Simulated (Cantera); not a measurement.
**Ti + C3H8 + H2 (titanium nitride, carbide and oxide coatings)**

A closed system holds: 1 mol Ti, 2.7 mol C3H8, 15 mol H2, held at 1.00 bar.

Cantera equilibrium calculation (NASA polynomials, part measured and part estimated; ideal gas, pure solids and liquids). Candidate condensed phases: C, C6H6, C7H8, C8H18, Ti, TiC; 77 gas species. TiC: taken at fixed stoichiometry. The numbers say what is thermodynamically allowed, not how fast it happens.

```csv
T (K),x H2,x CH4,x H,x C2H2 (acetylene),x CH3,x C2H4,x C4H2,n C(graphite),n TiC(s)
1075,0.959,0.0414,1.44e-8,7.21e-9,1.12e-8,7.46e-7,<1e-12,6.07,1.00
1175,0.982,0.0184,1.21e-7,6.25e-8,4.31e-8,1.11e-6,<1e-12,6.63,1.00
1275,0.991,0.00910,7.34e-7,3.81e-7,1.32e-7,1.52e-6,<1e-12,6.87,1.00
1375,0.995,0.00493,3.42e-6,1.77e-6,3.38e-7,1.96e-6,1.18e-12,6.97,1.00
1475,0.997,0.00289,1.30e-5,6.65e-6,7.59e-7,2.44e-6,1.69e-11,7.03,1.00
1575,0.998,0.00181,4.15e-5,2.11e-5,1.53e-6,2.93e-6,1.71e-10,7.05,1.00
1675,0.999,0.00120,0.000116,5.80e-5,2.84e-6,3.44e-6,1.31e-9,7.07,1.00
1775,0.999,0.000835,0.000289,0.000142,4.90e-6,3.96e-6,7.98e-9,7.07,1.00
1875,0.998,0.000604,0.000655,0.000316,7.96e-6,4.49e-6,3.99e-8,7.07,1.00
1975,0.998,0.000452,0.00137,0.000648,1.23e-5,5.01e-6,1.69e-7,7.05,1.00
2075,0.996,0.000347,0.00266,0.00124,1.82e-5,5.53e-6,6.19e-7,7.03,1.00
2175,0.993,0.000274,0.00486,0.00222,2.58e-5,6.03e-6,2.01e-6,6.98,1.00
```
x: gas mole fraction; n: condensed amount in mol.

From 1075 K to 2175 K the condensed part is C(graphite) + TiC(s).
